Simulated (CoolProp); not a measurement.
Properties of cyclopentane along the isobar 22300 kPa.

Computed with CoolProp (reference Helmholtz-energy equation of state, Gedanitz 2015).

```json
[
 {"T (K)": "224.6", "phase": "liquid", "density (kg/m³)": "821.2", "cp (kJ/(kg K))": "1.502", "expansivity (1/kK)": "1.006", "fugacity coefficient": "9.324e-5"},
 {"T (K)": "247.9", "phase": "liquid", "density (kg/m³)": "801.9", "cp (kJ/(kg K))": "1.573", "expansivity (1/kK)": "1.035", "fugacity coefficient": "0.0004214"},
 {"T (K)": "271.3", "phase": "liquid", "density (kg/m³)": "782.4", "cp (kJ/(kg K))": "1.658", "expansivity (1/kK)": "1.072", "fugacity coefficient": "0.001416"},
 {"T (K)": "294.7", "phase": "liquid", "density (kg/m³)": "762.6", "cp (kJ/(kg K))": "1.755", "expansivity (1/kK)": "1.117", "fugacity coefficient": "0.003791"},
 {"T (K)": "318", "phase": "liquid", "density (kg/m³)": "742.6", "cp (kJ/(kg K))": "1.860", "expansivity (1/kK)": "1.169", "fugacity coefficient": "0.008505"},
 {"T (K)": "341.4", "phase": "liquid", "density (kg/m³)": "722.1", "cp (kJ/(kg K))": "1.970", "expansivity (1/kK)": "1.229", "fugacity coefficient": "0.01672"},
 {"T (K)": "364.8", "phase": "liquid", "density (kg/m³)": "701.0", "cp (kJ/(kg K))": "2.082", "expansivity (1/kK)": "1.297", "fugacity coefficient": "0.02952"},
 {"T (K)": "388.1", "phase": "liquid", "density (kg/m³)": "679.6", "cp (kJ/(kg K))": "2.194", "expansivity (1/kK)": "1.373", "fugacity coefficient": "0.04769"},
 {"T (K)": "411.5", "phase": "liquid", "density (kg/m³)": "657.5", "cp (kJ/(kg K))": "2.305", "expansivity (1/kK)": "1.456", "fugacity coefficient": "0.07192"},
 {"T (K)": "434.9", "phase": "liquid", "density (kg/m³)": "634.8", "cp (kJ/(kg K))": "2.414", "expansivity (1/kK)": "1.547", "fugacity coefficient": "0.1023"},
 {"T (K)": "458.2", "phase": "liquid", "density (kg/m³)": "611.6", "cp (kJ/(kg K))": "2.519", "expansivity (1/kK)": "1.646", "fugacity coefficient": "0.1383"}
]
```
